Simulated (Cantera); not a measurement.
A Cantera script and what it prints.

```python
import numpy as np
import cantera as ct

gas_names = """
    H HNO HNO2 HNO3 HO2 H2 H2O H2O2 N NH NH2 NH3 NH2OH NO NO2 NO3 N2 N2H2 N2H4 N2O O OH O2 O3 Si SiH
    SiH2 SiH3 SiH4 SiN SiO SiO2 Si2 Si2N Si3
""".split()
cond_names = """
    H2O(s) H2O(L) Si(cr) Si(L) SiO2(Lqz) SiO2(hqz) SiO2(L) Si2N2O(s) Si3N4(a)
""".split()


def load(file, names, dense=False):
    # The tables refer to 1 bar. Condensed volumes are neglected.
    table = {s.name: s for s in ct.Species.list_from_file(file)}
    out = []
    for n in names:
        d = dict(table[n].input_data)
        d["thermo"] = dict(d["thermo"], **{"reference-pressure": 1e5})
        if dense:
            d["equation-of-state"] = {"model": "constant-volume", "density": "1e6 g/cm^3"}
        out.append(ct.Species.from_dict(d))
    return out


gas = ct.Solution(thermo="ideal-gas", species=load("nasa_gas.yaml", gas_names))
cond = {s.name: ct.Solution(thermo="fixed-stoichiometry", species=[s], name=s.name)
        for s in load("nasa_condensed.yaml", cond_names, dense=True)}
atoms = {
    'Si3N4': {'Si': 3, 'N': 4},
    'O2': {'O': 2},
    'H2': {'H': 2},
}
top_T = {'Si2N2O(s)': 2100, 'Si3N4(a)': 2400}  # K; cautious upper limits of use, not melting points


def equilibrate(T, P, feed):
    n = {}
    for name, mol in feed.items():
        for a, k in atoms[name].items():
            n[a] = n.get(a, 0.0) + k * mol
    gas.TPX = T, P, n
    mass = sum(n.values()) * gas.mean_molecular_weight
    gas.equilibrate("TP")
    valid = [c for c in cond.values() if c.min_temp <= T <= top_T.get(c.name, c.max_temp)]
    mix = ct.Mixture([(gas, mass / gas.mean_molecular_weight)] + [(c, 0.0) for c in valid])
    mix.T, mix.P = T, P
    mix.equilibrate("TP", solver="vcs", rtol=1e-11, max_steps=5000)
    return mix


results = []
T = 1698  # K
P = 230000  # Pa
for m in [1.3, 2, 3.2, 5, 7.8, 12, 19, 30, 47, 75, 120, 180]:
    feed = {'Si3N4': 1, 'O2': 0.018, 'H2': m}  # mol
    mix = equilibrate(T, P, feed)
    results.append((T, P, feed, dict(zip(mix.species_names, mix.species_moles))))
    x = sorted(zip(gas.X, gas.species_names), reverse=True)
    print(f"T = {T:g} K  P = {P:g} Pa  n(H2) = {m:g} mol  gas = {mix.phase_moles(0):.4g} mol")
    print("   x: " + "  ".join(f"{s} {v:.3e}" for v, s in x if v > 0.0001))
    print("   condensed (mol): " + ("  ".join(f"{mix.phase(i).name} {mix.phase_moles(i):.4g}"
          for i in range(1, mix.n_phases) if mix.phase_moles(i) > 1e-12) or "none"))
```

It prints:

```
T = 1698 K  P = 230000 Pa  n(H2) = 1.3 mol  gas = 1.312 mol
   x: H2 9.907e-01  N2 9.147e-03
   condensed (mol): Si2N2O(s) 0.03599  Si3N4(a) 0.976
T = 1698 K  P = 230000 Pa  n(H2) = 2 mol  gas = 2.012 mol
   x: H2 9.939e-01  N2 5.967e-03
   condensed (mol): Si2N2O(s) 0.03597  Si3N4(a) 0.976
T = 1698 K  P = 230000 Pa  n(H2) = 3.2 mol  gas = 3.212 mol
   x: H2 9.961e-01  N2 3.742e-03
   condensed (mol): Si2N2O(s) 0.03595  Si3N4(a) 0.976
T = 1698 K  P = 230000 Pa  n(H2) = 5 mol  gas = 5.012 mol
   x: H2 9.975e-01  N2 2.403e-03
   condensed (mol): Si2N2O(s) 0.03592  Si3N4(a) 0.976
T = 1698 K  P = 230000 Pa  n(H2) = 7.8 mol  gas = 7.813 mol
   x: H2 9.983e-01  N2 1.547e-03
   condensed (mol): Si2N2O(s) 0.03585  Si3N4(a) 0.976
T = 1698 K  P = 230000 Pa  n(H2) = 12 mol  gas = 12.01 mol
   x: H2 9.989e-01  N2 1.014e-03
   condensed (mol): Si2N2O(s) 0.03573  Si3N4(a) 0.976
T = 1698 K  P = 230000 Pa  n(H2) = 19 mol  gas = 19.01 mol
   x: H2 9.992e-01  N2 6.538e-04
   condensed (mol): Si(L) 9.044e-05  Si2N2O(s) 0.03551  Si3N4(a) 0.976
T = 1698 K  P = 230000 Pa  n(H2) = 30 mol  gas = 30.02 mol
   x: H2 9.992e-01  N2 6.538e-04
   condensed (mol): Si(L) 0.01056  Si2N2O(s) 0.03522  Si3N4(a) 0.9726
T = 1698 K  P = 230000 Pa  n(H2) = 47 mol  gas = 47.03 mol
   x: H2 9.992e-01  N2 6.538e-04
   condensed (mol): Si(L) 0.02675  Si2N2O(s) 0.03478  Si3N4(a) 0.9672
T = 1698 K  P = 230000 Pa  n(H2) = 75 mol  gas = 75.05 mol
   x: H2 9.992e-01  N2 6.538e-04
   condensed (mol): Si(L) 0.05341  Si2N2O(s) 0.03405  Si3N4(a) 0.9584
T = 1698 K  P = 230000 Pa  n(H2) = 120 mol  gas = 120.1 mol
   x: H2 9.992e-01  N2 6.538e-04
   condensed (mol): Si(L) 0.09626  Si2N2O(s) 0.03289  Si3N4(a) 0.9442
T = 1698 K  P = 230000 Pa  n(H2) = 180 mol  gas = 180.1 mol
   x: H2 9.992e-01  N2 6.538e-04
   condensed (mol): Si(L) 0.1534  Si2N2O(s) 0.03133  Si3N4(a) 0.9254
```

Equilibrium computed with Cantera from the NASA thermochemical tables; the gas is ideal and each condensed phase is pure. Mutual solubility and eutectic melting of coexisting phases are not modelled. Gases not in the tables: Si2H6 and higher silanes.
